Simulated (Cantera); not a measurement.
Mixture: 5.26 % CH4, 19.8 % O2, 74.6 % N2, 0.289 % H2O, equivalence ratio 0.53, at 0.510 bar, adiabatic and at constant volume. Ignition delay is the time to a rise of 400 K.

Cantera simulation using GRI-Mech 3.0 (53 species, 325 reactions); the numbers are that mechanism's predictions, not measurements.

Task: Predict: delay at 1025 K; delay at 1075 K; delay at 1125 K; delay at 1175 K; delay at 1225 K; delay at 1275 K; delay at 1325 K; apparent activation energy between 1225 and 1325 K.

Result: 
```
Property                                                Result
--------------------------------------------------  ----------
delay at 1025 K                                        0.985 s
delay at 1075 K                                        0.409 s
delay at 1125 K                                        0.178 s
delay at 1175 K                                        80.9 ms
delay at 1225 K                                        38.6 ms
delay at 1275 K                                        19.3 ms
delay at 1325 K                                        10.1 ms
apparent activation energy between 1225 and 1325 K  180 kJ/mol
```
